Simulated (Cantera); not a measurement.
Input (Python, Cantera) and output of one run.

```python
import numpy as np
import cantera as ct

gas_names = """
    O2 CO2 ZrO2
""".split()
cond_names = """
    V(cr) V(L) V2O5(s) V2O5(L) Ti(a) Ti(b) Ti(L) Ti2O3(a) Ti2O3(b) Ti2O3(L) C(gr) Zr(a) Zr(b) Zr(L)
    Ti4O7(s) Ti4O7(L) Ta(cr) Ta(L) Ta2O5(s) Ta2O5(L)
""".split()


# ... load() reads the species with a 1 bar reference pressure and builds the phases ...
species = {s.name: s for s in load("nasa_gas.yaml", gas_names) + load("nasa_condensed.yaml", cond_names)}
# Each term lists the table entries of one substance; the one whose range holds T is used.
reactions = {
    '0.8 V + O2(g) = 0.4 V2O5':
        [(-0.8, ['V(cr)', 'V(L)']), (-1, ['O2']), (0.4, ['V2O5(s)', 'V2O5(L)'])],
    '1.333 Ti + O2(g) = 0.6667 Ti2O3':
        [(-1.3333333333333333, ['Ti(a)', 'Ti(b)', 'Ti(L)']), (-1, ['O2']), (0.6666666666666666, ['Ti2O3(a)', 'Ti2O3(b)', 'Ti2O3(L)'])],
    'C + O2(g) = CO2(g)':
        [(-1, ['C(gr)']), (-1, ['O2']), (1, ['CO2'])],
    'Zr + O2(g) = ZrO2(g)':
        [(-1, ['Zr(a)', 'Zr(b)', 'Zr(L)']), (-1, ['O2']), (1, ['ZrO2'])],
    '1.143 Ti + O2(g) = 0.2857 Ti4O7':
        [(-1.1428571428571428, ['Ti(a)', 'Ti(b)', 'Ti(L)']), (-1, ['O2']), (0.2857142857142857, ['Ti4O7(s)', 'Ti4O7(L)'])],
    '0.8 Ta + O2(g) = 0.4 Ta2O5':
        [(-0.8, ['Ta(cr)', 'Ta(L)']), (-1, ['O2']), (0.4, ['Ta2O5(s)', 'Ta2O5(L)'])],
}


def pick(names, T):
    return next(species[n] for n in names if species[n].thermo.min_temp <= T <= species[n].thermo.max_temp)


results = []
for label, terms in reactions.items():
    print(label)
    print("     T/K   dH/kJ  dS/(J/K)   dG/kJ   log10 K")
    for T in [1248, 1298, 1348, 1398, 1448, 1498, 1548, 1598, 1648]:
        used = [(nu, pick(names, T)) for nu, names in terms]
        dH = sum(nu * s.thermo.h(T) for nu, s in used) / 1e6
        dS = sum(nu * s.thermo.s(T) for nu, s in used) / 1e3
        dG = dH - T * dS / 1e3
        logK = -dG * 1e6 / (ct.gas_constant * T * np.log(10))
        results.append((label, T, dH, dS, dG, logK, [s.name for _, s in used]))
        print(f"{T:8g} {dH:8.1f} {dS:8.1f} {dG:8.1f} {logK:8.2f}")
```

Result:

```
0.8 V + O2(g) = 0.4 V2O5
     T/K   dH/kJ  dS/(J/K)   dG/kJ   log10 K
    1248   -581.6   -131.2   -417.9    17.49
    1298   -580.9   -130.6   -411.3    16.55
    1348   -580.2   -130.1   -404.8    15.69
    1398   -579.5   -129.6   -398.3    14.88
    1448   -578.9   -129.2   -391.8    14.13
    1498   -578.3   -128.8   -385.4    13.44
    1548   -577.7   -128.4   -379.0    12.79
    1598   -577.1   -128.0   -372.5    12.18
    1648   -576.6   -127.7   -366.2    11.61
1.333 Ti + O2(g) = 0.6667 Ti2O3
     T/K   dH/kJ  dS/(J/K)   dG/kJ   log10 K
    1248  -1001.0   -173.0   -785.1    32.86
    1298   -999.8   -172.1   -776.4    31.24
    1348   -998.6   -171.2   -767.8    29.75
    1398   -997.5   -170.4   -759.3    28.37
    1448   -996.4   -169.6   -750.8    27.08
    1498   -995.4   -168.9   -742.3    25.88
    1548   -994.4   -168.3   -733.9    24.76
    1598   -993.5   -167.7   -725.5    23.71
    1648   -992.6   -167.1   -717.1    22.73
C + O2(g) = CO2(g)
     T/K   dH/kJ  dS/(J/K)   dG/kJ   log10 K
    1248   -395.1      0.8   -396.1    16.58
    1298   -395.2      0.7   -396.1    15.94
    1348   -395.3      0.6   -396.2    15.35
    1398   -395.5      0.5   -396.2    14.80
    1448   -395.6      0.5   -396.2    14.29
    1498   -395.7      0.4   -396.3    13.82
    1548   -395.8      0.3   -396.3    13.37
    1598   -395.9      0.3   -396.3    12.95
    1648   -396.0      0.2   -396.3    12.56
Zr + O2(g) = ZrO2(g)
     T/K   dH/kJ  dS/(J/K)   dG/kJ   log10 K
    1248   -297.5     15.7   -317.1    13.27
    1298   -297.8     15.4   -317.8    12.79
    1348   -298.2     15.1   -318.6    12.35
    1398   -298.7     14.8   -319.3    11.93
    1448   -299.1     14.5   -320.1    11.55
    1498   -299.5     14.2   -320.8    11.19
    1548   -300.0     13.9   -321.5    10.85
    1598   -300.5     13.6   -322.2    10.53
    1648   -301.0     13.3   -322.9    10.23
1.143 Ti + O2(g) = 0.2857 Ti4O7
     T/K   dH/kJ  dS/(J/K)   dG/kJ   log10 K
    1248   -966.4   -172.3   -751.4    31.45
    1298   -965.6   -171.6   -742.8    29.89
    1348   -964.8   -171.0   -734.3    28.45
    1398   -964.0   -170.4   -725.7    27.12
    1448   -963.2   -169.9   -717.2    25.87
    1498   -962.5   -169.4   -708.8    24.71
    1548   -961.8   -168.9   -700.3    23.63
    1598   -961.2   -168.5   -691.9    22.61
    1648   -960.6   -168.2   -683.4    21.66
0.8 Ta + O2(g) = 0.4 Ta2O5
     T/K   dH/kJ  dS/(J/K)   dG/kJ   log10 K
    1248   -805.9   -164.2   -601.0    25.15
    1298   -805.1   -163.6   -592.8    23.85
    1348   -804.3   -162.9   -584.6    22.65
    1398   -803.4   -162.3   -576.5    21.54
    1448   -802.6   -161.7   -568.4    20.50
    1498   -801.7   -161.2   -560.3    19.54
    1548   -800.9   -160.6   -552.3    18.64
    1598   -800.0   -160.1   -544.3    17.79
    1648   -799.2   -159.5   -536.3    17.00
```

Source: NASA polynomial tables (part measured, part estimated), evaluated in Cantera. Condensed species are held in their standard states even where they would react or evaporate.
